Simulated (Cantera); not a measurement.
An isothermal, constant-pressure homogeneous reactor starts with 57.1 % CH₄, 42.9 % H₂O, at 1973 K and 3750 Torr.

Computed with Cantera and GRI-Mech 3.0 (53 species, 325 reactions). GRI-Mech 3.0 stops at C3 and has no aromatics, soot or wall deposition, so with more carbon than oxygen in the feed, carbon stays in small species such as C2H2 where larger ones or solid carbon would form.

x: mole fraction; the columns are a selection and need not sum to one.

| t (s) | x CH₄ | x H₂O | x OH | x O₂ | x CH₂O |
|---|---|---|---|---|---|
| 3.00e-6 | 0.551 | 0.426 | 2.80e-5 | 1.44e-10 | 2.72e-5 |
| 7.44e-6 | 0.507 | 0.419 | 3.80e-5 | 1.04e-9 | 9.37e-5 |
| 1.85e-5 | 0.407 | 0.394 | 3.72e-5 | 3.29e-9 | 0.000107 |
| 4.58e-5 | 0.283 | 0.354 | 3.01e-5 | 3.69e-9 | 5.23e-5 |
| 0.000114 | 0.177 | 0.317 | 2.56e-5 | 2.37e-9 | 2.52e-5 |
| 0.000282 | [?] | [?] | [?] | [?] | [?] |
| 0.000698 | 0.0533 | 0.257 | 2.03e-5 | 1.02e-9 | 5.71e-6 |
| 0.00173 | 0.0337 | 0.218 | 1.70e-5 | 7.05e-10 | 2.98e-6 |
| 0.00430 | 0.0268 | 0.164 | 1.23e-5 | 3.83e-10 | 1.64e-6 |
| 0.0107 | 0.0211 | 0.102 | 7.32e-6 | 1.47e-10 | 8.25e-7 |
| 0.0264 | 0.0157 | 0.0497 | 3.43e-6 | 3.56e-11 | 4.55e-7 |
| 0.0655 | 0.0119 | 0.0162 | 1.09e-6 | 3.91e-12 | 3.48e-7 |
| 0.163 | 0.0102 | 0.00216 | 1.45e-7 | <1e-12 | 3.29e-7 |
| 0.403 | 0.00996 | [?] | [?] | <1e-12 | 3.27e-7 |
| 1.00 | 0.00995 | 1.28e-5 | 8.59e-10 | <1e-12 | 3.27e-7 |

Q: Complete the blanks.

A: 
- 0.000282, x CH₄: 0.0995
- 0.000282, x H₂O: 0.287
- 0.000282, x OH: 2.27e-5
- 0.000282, x O₂: 1.44e-9
- 0.000282, x CH₂O: 1.20e-5
- 0.403, x H₂O: 3.71e-5
- 0.403, x OH: 2.48e-9
